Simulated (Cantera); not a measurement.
An adiabatic, constant-pressure homogeneous reactor starts with CH4 : H2 : O2 : N2 = 1 : 1.3 : 2.04 : 14.7 (molar parts), equivalence ratio 1.3, at 1750 K and 5100 Torr. Integrator tolerance rtol = 1e-08.

Computed with Cantera and GRI-Mech 3.0 (53 species, 325 reactions).

Problem. What does this change do: pressure from 5100 Torr to 248 Torr?

Solution. 
| quantity | before | after |
|---|---|---|
| time of steepest temperature rise | 12.1 µs | 0.163 ms |
| temperature at 2.00 s | 2743 K | 2599 K |
| equilibrium temperature | 2743 K | 2599 K |
| x(CH4) at 2.00 s | <1e-12 (gas-phase equilibrium <1e-12) | <1e-12 (gas-phase equilibrium <1e-12) |
| x(H2) at 2.00 s | 0.0343 (gas-phase equilibrium 0.0343) | 0.0378 (gas-phase equilibrium 0.0378) |
| x(O2) at 2.00 s | 0.000683 (gas-phase equilibrium 0.000683) | 0.00282 (gas-phase equilibrium 0.00282) |
| x(CH3) at 2.00 s | 1.37e-12 (gas-phase equilibrium 1.60e-12) | <1e-12 (gas-phase equilibrium <1e-12) |
| x(H) at 2.00 s | 0.00477 (gas-phase equilibrium 0.00477) | 0.0130 (gas-phase equilibrium 0.0130) |
| x(HO2) at 2.00 s | 6.46e-7 (gas-phase equilibrium 6.46e-7) | 6.03e-7 (gas-phase equilibrium 6.03e-7) |
| x(HCN) at 2.00 s | 1.95e-8 (gas-phase equilibrium 1.95e-8) | 1.24e-9 (gas-phase equilibrium 1.24e-9) |

Problem. What does this change do: CH4 1 to 1.4 parts?

Solution. 
```csv
quantity,before,after
time of steepest temperature rise,12.1 µs,18.4 µs
temperature at 2.00 s,2743 K,2629 K
equilibrium temperature,2743 K,2629 K
x(CH4) at 2.00 s,<1e-12 (gas-phase equilibrium <1e-12),2.32e-11 (gas-phase equilibrium 2.62e-11)
x(H2) at 2.00 s,0.0343 (gas-phase equilibrium 0.0343),0.0815 (gas-phase equilibrium 0.0815)
x(O2) at 2.00 s,0.000683 (gas-phase equilibrium 0.000683),3.62e-5 (gas-phase equilibrium 3.62e-5)
x(CH3) at 2.00 s,1.37e-12 (gas-phase equilibrium 1.60e-12),2.35e-11 (gas-phase equilibrium 2.65e-11)
x(H) at 2.00 s,0.00477 (gas-phase equilibrium 0.00477),0.00477 (gas-phase equilibrium 0.00477)
x(HO2) at 2.00 s,6.46e-7 (gas-phase equilibrium 6.46e-7),5.18e-8 (gas-phase equilibrium 5.18e-8)
x(HCN) at 2.00 s,1.95e-8 (gas-phase equilibrium 1.95e-8),1.34e-7 (gas-phase equilibrium 1.34e-7)
```
